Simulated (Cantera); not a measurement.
**Thermodynamics of abatement and gas-phase synthesis, feed HF + SO2 + H2 + H2O**

Input: 1 mol HF, 0.021 mol SO2, 0.91 mol H2, 0.28 mol H2O, held at 1.00 Torr.

Equilibrium computed with Cantera from the NASA thermochemical tables; the gas is ideal and each condensed phase is pure. Candidate condensed phases: H2O, H2SO4, S; 43 gas species. Rates play no part.

| T (K) | log p HF | log p H2 | log p H | log p H2O | log p OH | log p O |
|---|---|---|---|---|---|---|
| 1898 | -3.22 | -3.28 | -4.75 | -3.74 | -6.29 | -7.88 |
| 1948 | -3.22 | -3.29 | -4.59 | -3.74 | -6.09 | -7.52 |
| 1998 | -3.23 | -3.29 | -4.44 | -3.75 | -5.90 | -7.18 |
| 2048 | -3.23 | -3.30 | -4.30 | -3.75 | -5.71 | -6.86 |
| 2098 | -3.23 | -3.31 | -4.17 | -3.76 | -5.54 | -6.54 |
| 2148 | -3.24 | -3.32 | -4.04 | -3.77 | -5.38 | -6.24 |
| 2198 | -3.24 | -3.34 | -3.93 | -3.78 | -5.22 | -5.96 |
| 2248 | -3.25 | -3.36 | -3.82 | -3.80 | -5.07 | -5.69 |
| 2298 | -3.26 | -3.39 | -3.71 | -3.82 | -4.94 | -5.43 |
| 2348 | -3.27 | -3.42 | -3.62 | -3.85 | -4.81 | -5.18 |
log p: log10 of the partial pressure in bar; nothing condenses.

From 1898 K to 2348 K nothing is condensed.
